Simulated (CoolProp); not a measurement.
Vapour-liquid equilibrium of R113 (1) + n-hexane (2) at 0.215 MPa; x and y are mole fractions of (1).

The numbers come from the multi-fluid Helmholtz-energy mixture model, Marx 1992 and Thol 2019; pair parameters Bell 2016 in CoolProp.

**Question.** Give the bubble temperature and the first vapour's composition at x = 0.2, 0.5, 0.8. Is there an azeotrope?

**Answer.** x = 0.2: 86.9 °C, y = 0.335; x = 0.5: 79.5 °C, y = 0.639; x = 0.8: 74.7 °C, y = 0.859. No azeotrope shows between x = 0.05 and 0.95.

The pair parameters rest on a limited set of measurements; away from them the model extrapolates.
